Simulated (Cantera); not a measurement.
**Hydrocarbon pyrolysis for carbon deposition**

An isothermal, constant-pressure homogeneous reactor starts with CH₄ : N₂ = 1 : 150 (molar parts), at 1825 K and 1.00 atm.

Cantera simulation using GRI-Mech 3.0 (53 species, 325 reactions); the numbers are that mechanism's predictions, not measurements. GRI-Mech 3.0 stops at C3 and has no aromatics, soot or wall deposition, so with more carbon than oxygen in the feed, carbon stays in small species such as C2H2 where larger ones or solid carbon would form.

| t (s) | x CH₄ | x H | x C₂H₄ | x HCN | x C₂H₆ | x CH₂ | x C₂H₂ |
|---|---|---|---|---|---|---|---|
| 2.00e-5 | 0.00661 | 1.24e-6 | 4.82e-9 | 2.42e-12 | 4.06e-9 | 2.55e-9 | 1.97e-11 |
| 8.60e-5 | 0.00656 | 1.36e-6 | 4.92e-7 | 1.06e-10 | 2.36e-7 | 3.57e-8 | 9.58e-9 |
| 0.000369 | 0.00630 | 3.58e-6 | 3.52e-5 | 7.99e-9 | 5.58e-6 | 3.54e-7 | 3.60e-6 |
| 0.00159 | 0.00413 | 2.09e-5 | 0.000425 | 8.67e-7 | 1.46e-5 | 1.14e-6 | 0.000619 |
| 0.00682 | 0.00141 | 3.41e-5 | 4.12e-5 | 5.99e-6 | 1.51e-6 | 4.80e-7 | 0.00248 |
| 0.0293 | 0.000342 | 4.08e-5 | 2.80e-6 | 1.49e-5 | 9.39e-8 | 1.41e-7 | 0.00309 |
| 0.126 | 7.33e-5 | 4.30e-5 | 7.27e-7 | 2.46e-5 | 4.45e-9 | 3.23e-8 | 0.00324 |
| 0.541 | 1.43e-5 | 4.35e-5 | 6.40e-7 | 3.41e-5 | 1.72e-10 | 6.42e-9 | 0.00326 |
| 2.33 | 2.14e-6 | 4.37e-5 | 6.37e-7 | 4.13e-5 | 4.89e-12 | 9.71e-10 | 0.00327 |
| 10.0 | 1.21e-6 | 4.37e-5 | 6.37e-7 | 4.75e-5 | 2.27e-12 | 5.51e-10 | 0.00326 |
x: mole fraction; the columns are a selection and need not sum to one.

Equilibrium at this temperature and pressure: CH₄ 4.89e-7, H 4.37e-5, C₂H₄ 2.06e-8, HCN 0.00637, C₂H₆ <1e-12, CH₂ 2.22e-10, C₂H₂ 0.000106 (gas phase only).
